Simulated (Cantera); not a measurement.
An adiabatic, constant-pressure homogeneous reactor starts with CH₃OH : O₂ : N₂ = 1 : 0.938 : 3.52 (molar parts), equivalence ratio 1.6, at 1725 K and 0.987 atm.

Computed with Cantera and GRI-Mech 3.0 (53 species, 325 reactions). GRI-Mech 3.0 was tuned for natural gas; its chemistry of methanol as a main component is partial and can be far from experiment.

Question: Predict: time of steepest temperature rise; temperature at 0.700 s; equilibrium temperature; x(O₂) at 0.700 s; x(H₂) at 0.700 s.

Answer: 
```
Item                                                                Result
---------------------------------  ---------------------------------------
time of steepest temperature rise                                  33.7 µs
temperature at 0.700 s                                              2778 K
equilibrium temperature                                             2778 K
x(O₂) at 0.700 s                   0.00327 (gas-phase equilibrium 0.00327)
x(H₂) at 0.700 s                     0.0729 (gas-phase equilibrium 0.0729)
```
